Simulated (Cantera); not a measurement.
A Cantera script and what it prints.

```python
import numpy as np
import cantera as ct

gas_names = """
    CL CL2 H HCL H2 N NH NH2 NH3 N2 N2H2 N2H4 Si SiCL SiCL2 SiCL3 SiCL4 SiH SiHCL3 SiH2 SiH2CL2 SiH3
    SiH3CL SiH4 SiN Si2 Si2N Si3
""".split()
cond_names = """
    NH4CL(a) NH4CL(b) Si(cr) Si(L) Si3N4(a)
""".split()


# ... load() reads the species with a 1 bar reference pressure and builds the phases ...
atoms = {
    'SiH2Cl2': {'Si': 1, 'H': 2, 'CL': 2},
    'HCl': {'H': 1, 'CL': 1},
    'N2': {'N': 2},
}
top_T = {'Si3N4(a)': 2400}  # K; cautious upper limits of use, not melting points


# ... equilibrate(T, P, feed) seeds the gas with the atoms and calls Mixture.equilibrate('TP', solver="vcs", rtol=1e-11, max_steps=5000) ...
results = []
feed = {'SiH2Cl2': 1, 'HCl': 0.6, 'N2': 65}  # mol
P = 13332.2  # Pa
for T in [1225, 1275, 1325, 1375, 1425, 1475, 1525, 1575, 1625, 1675, 1725]:
    mix = equilibrate(T, P, feed)
    results.append((T, P, feed, dict(zip(mix.species_names, mix.species_moles))))

top = {s: max(r[3][s] / sum(r[3][g] for g in gas_names) for r in results) for s in gas_names}
cols = sorted((s for s in top if top[s] > 0.0001), key=lambda s: -top[s])[:8]
seen = [c for c in cond_names if any(r[3].get(c, 0) > 1e-12 for r in results)]
print("log10 of partial pressures in bar; condensed amounts in mol")
print(f"{'T/K':>10s}" + "".join(f"{s[:9]:>10s}" for s in cols + seen))
for T, P, feed, n in results:
    ng = sum(n[g] for g in gas_names)
    print(f"{T:10.4g}" + "".join(f"{np.log10(max(n[s] / ng * P / 1e5, 1e-99)):10.3f}" for s in cols)
          + "".join(f"{n.get(c, 0):10.4g}" for c in seen))
```

Result:

```
log10 of partial pressures in bar; condensed amounts in mol
       T/K        N2       HCL        H2     SiCL2     SiCL4     SiCL3  Si3N4(a)
      1225    -0.891    -2.411    -3.189    -5.461    -3.505    -4.932    0.2783
      1275    -0.891    -2.408    -3.197    -5.007    -3.529    -4.675    0.2784
      1325    -0.891    -2.406    -3.202    -4.594    -3.563    -4.446     0.277
      1375    -0.891    -2.407    -3.200    -4.222    -3.616    -4.250     0.273
      1425    -0.891    -2.412    -3.188    -3.895    -3.701    -4.095    0.2648
      1475    -0.892    -2.421    -3.161    -3.618    -3.833    -3.991    0.2508
      1525    -0.892    -2.439    -3.117    -3.394    -4.027    -3.947    0.2307
      1575    -0.892    -2.466    -3.060    -3.223    -4.282    -3.961    0.2054
      1625    -0.892    -2.502    -2.998    -3.094    -4.584    -4.022    0.1773
      1675    -0.892    -2.547    -2.938    -2.996    -4.912    -4.113    0.1481
      1725    -0.892    -2.598    -2.884    -2.920    -5.254    -4.223    0.1194
```

Cantera equilibrium calculation (NASA polynomials, part measured and part estimated; ideal gas, pure solids and liquids). N2 is the only nitrogen source here; it is nearly inert below about 1500 K, so the nitride shown seldom forms there in practice. The tables' values for SiCl3 are old estimates; treat these amounts as uncertain.
